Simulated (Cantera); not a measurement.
What does this Cantera script print?

```python
import numpy as np
import cantera as ct

gas_names = """
    S2 H2 H2S
""".split()
cond_names = """
    Ni(cr) Ni(L) Ni3S4(s) Na(cr) Na(L) Na2S(1) Na2S(2) Na2S(L) NiS(b) NiS(a) NiS(L)
""".split()


# ... load() reads the species with a 1 bar reference pressure and builds the phases ...
species = {s.name: s for s in load("nasa_gas.yaml", gas_names) + load("nasa_condensed.yaml", cond_names)}
# Each term lists the table entries of one substance; the one whose range holds T is used.
reactions = {
    '1.5 Ni + S2(g) = 0.5 Ni3S4':
        [(-1.5, ['Ni(cr)', 'Ni(L)']), (-1, ['S2']), (0.5, ['Ni3S4(s)'])],
    '2 H2(g) + S2(g) = 2 H2S(g)':
        [(-2, ['H2']), (-1, ['S2']), (2, ['H2S'])],
    '4 Na + S2(g) = 2 Na2S':
        [(-4, ['Na(cr)', 'Na(L)']), (-1, ['S2']), (2, ['Na2S(1)', 'Na2S(2)', 'Na2S(L)'])],
    '2 Ni + S2(g) = 2 NiS':
        [(-2, ['Ni(cr)', 'Ni(L)']), (-1, ['S2']), (2, ['NiS(b)', 'NiS(a)', 'NiS(L)'])],
}


def pick(names, T):
    return next(species[n] for n in names if species[n].thermo.min_temp <= T <= species[n].thermo.max_temp)


results = []
for label, terms in reactions.items():
    print(label)
    print("     T/K   dH/kJ  dS/(J/K)   dG/kJ   log10 K")
    for T in [300, 373, 398, 423, 448, 473, 498, 523, 548, 573, 598]:
        used = [(nu, pick(names, T)) for nu, names in terms]
        dH = sum(nu * s.thermo.h(T) for nu, s in used) / 1e6
        dS = sum(nu * s.thermo.s(T) for nu, s in used) / 1e3
        dG = dH - T * dS / 1e3
        logK = -dG * 1e6 / (ct.gas_constant * T * np.log(10))
        results.append((label, T, dH, dS, dG, logK, [s.name for _, s in used]))
        print(f"{T:8g} {dH:8.1f} {dS:8.1f} {dG:8.1f} {logK:8.2f}")
```

Result:

```
1.5 Ni + S2(g) = 0.5 Ni3S4
     T/K   dH/kJ  dS/(J/K)   dG/kJ   log10 K
     300   -278.9   -179.8   -225.0    39.18
     373   -278.1   -177.3   -212.0    29.68
     398   -277.8   -176.5   -207.5    27.24
     423   -277.5   -175.8   -203.1    25.08
     448   -277.1   -175.0   -198.8    23.17
     473   -276.8   -174.2   -194.4    21.47
     498   -276.4   -173.4   -190.0    19.93
     523   -276.0   -172.6   -185.7    18.55
     548   -275.6   -171.8   -181.4    17.29
     573   -275.1   -171.1   -177.1    16.15
     598   -274.8   -170.4   -172.9    15.10
2 H2(g) + S2(g) = 2 H2S(g)
     T/K   dH/kJ  dS/(J/K)   dG/kJ   log10 K
     300   -169.4    -78.3   -146.0    25.41
     373   -171.0    -83.0   -140.1    19.62
     398   -171.6    -84.4   -138.0    18.11
     423   -172.1    -85.7   -135.9    16.78
     448   -172.6    -86.9   -133.7    15.59
     473   -173.1    -88.0   -131.5    14.52
     498   -173.6    -89.0   -129.3    13.56
     523   -174.1    -90.0   -127.1    12.69
     548   -174.6    -90.8   -124.8    11.90
     573   -175.0    -91.6   -122.5    11.17
     598   -175.4    -92.3   -120.2    10.50
4 Na + S2(g) = 2 Na2S
     T/K   dH/kJ  dS/(J/K)   dG/kJ   log10 K
     300   -860.6   -240.9   -788.3   137.25
     373   -869.9   -265.7   -770.8   107.94
     398   -869.7   -265.2   -764.2   100.29
     423   -869.5   -264.6   -757.5    93.54
     448   -869.2   -264.0   -750.9    87.55
     473   -868.9   -263.4   -744.3    82.20
     498   -868.6   -262.7   -737.8    77.38
     523   -868.2   -262.0   -731.2    73.03
     548   -867.8   -261.2   -724.7    69.07
     573   -867.4   -260.5   -718.1    65.46
     598   -866.9   -259.7   -711.6    62.16
2 Ni + S2(g) = 2 NiS
     T/K   dH/kJ  dS/(J/K)   dG/kJ   log10 K
     300   -304.1   -182.0   -249.5    43.44
     373   -303.4   -179.9   -236.3    33.09
     398   -303.2   -179.3   -231.8    30.42
     423   -302.9   -178.7   -227.3    28.07
     448   -302.7   -178.2   -222.9    25.99
     473   -302.4   -177.6   -218.4    24.12
     498   -302.2   -177.1   -214.0    22.45
     523   -302.0   -176.6   -209.6    20.93
     548   -301.7   -176.2   -205.2    19.56
     573   -301.5   -175.9   -200.8    18.30
     598   -301.4   -175.6   -196.4    17.15
```

Standard-state values (1 bar) from the NASA 1993 polynomials, evaluated with Cantera. Condensed species are held in their standard states even where they would react or evaporate.
